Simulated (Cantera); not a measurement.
An isothermal, constant-pressure homogeneous reactor starts with H₂ : O₂ = 0.34 : 1 (molar parts), equivalence ratio 0.17, at 1375 K and 3500 Pa.

Cantera simulation using the H2/O2 subset of GRI-Mech 3.0, which has no nitrogen chemistry; the numbers are that mechanism's predictions, not measurements. Radical loss at walls, strong at low pressure, is not modelled. The temperature is held fixed by assumption; the heat of reaction is taken as removed at once.

One state of this run: x H₂ = 7.47e-5; x O₂ = 0.708; x O = 0.000370; x H₂O = 0.290; x OH = 0.00145. x: mole fraction; the columns are a selection and need not sum to one.

Problem. Which value of t (s) does it belong to?
(A) 0.000839
(B) 5.01
(C) 0.0101
(D) 0.0348

Solution. D, 0.0348
